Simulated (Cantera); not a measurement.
A freely propagating, adiabatic, planar premixed flame of CH₄ : CO : O₂ : N₂ = 1 : 0.032 : 1.55 : 5.89 (molar parts), unburnt at 425 K and 0.434 atm; mixture-averaged transport, grid criteria slope 0.08 and curve 0.16, no radiation.

Cantera simulation using GRI-Mech 3.0 (53 species, 325 reactions); the numbers are that mechanism's predictions, not measurements. Burning velocities carry a grid error of a few per cent, more on coarse grids.

```csv
quantity,before,after
laminar burning velocity,63.3 cm/s,83.8 cm/s
thermal thickness,0.890 mm,0.765 mm
peak x(H),0.0108,0.0103
peak x(H₂),0.0478,0.0227
```

Q: What was changed between the two runs?
A. O2 1.55 to 1.2 parts
B. N2 5.89 to 7.4 parts
C. inlet temperature 425 to 398 K
D. CH4 1 to 0.75 parts

A: D, CH4 1 to 0.75 parts
